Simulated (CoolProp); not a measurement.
The fluid at 298.15 K and 0.0134 MPa (gas) is heated at constant pressure to 363.2 K. The same conditions are run with several fluids, on thermodynamics alone (safety and materials aside).

Computed with CoolProp (reference Helmholtz-energy equation of state of each fluid (R1233zd(E): Akasaka 2022; hydrogen sulfide: Lemmon 2006; R134a: Tillner-Roth 1994; carbon monoxide: Lemmon 2006; cyclopropane: Polt 1992)). The equations of Platzer and Polt are older, rougher fits.

Rank R1233zd(E), hydrogen sulfide, R134a, carbon monoxide, cyclopropane by heat (kJ/kg), highest first.

cyclopropane (96.9), carbon monoxide (67.8), hydrogen sulfide (66.0), R134a (58.0), R1233zd(E) (54.2)

```json
[
 {"fluid": "R1233zd(E)", "final density (kg/m³)": "0.581"},
 {"fluid": "hydrogen sulfide", "final density (kg/m³)": "0.151"},
 {"fluid": "R134a", "final density (kg/m³)": "0.453"},
 {"fluid": "carbon monoxide", "final density (kg/m³)": "0.124"},
 {"fluid": "cyclopropane", "final density (kg/m³)": "0.187"}
]
```
